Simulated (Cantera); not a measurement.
Input: 1 mol CH3Cl, 1.9 mol H2, held at 0.210 bar.

These are equilibrium values from Cantera (NASA tables, ideal gas, pure condensed phases), not measurements of a reactor. Candidate condensed phases: C, C6H6, C7H8, C8H18; 103 gas species. Ions and electrons are included (thermal ionisation). The numbers say what is thermodynamically allowed, not how fast it happens.

Task: Which condensed phases are stable at each of these points (T (°C)): 2727, 3227, 3727, 4227, 4727?

Result: 
| T (°C) | condensed phases | C condensed (%) |
|---|---|---|
| 2727 | C(graphite) | 64.6 |
| 3227 | gas only | 0.0 |
| 3727 | gas only | 0.0 |
| 4227 | gas only | 0.0 |
| 4727 | gas only | 0.0 |

At 2727 °C the condensed part is C(graphite). From 3227 °C to 4727 °C nothing is condensed.
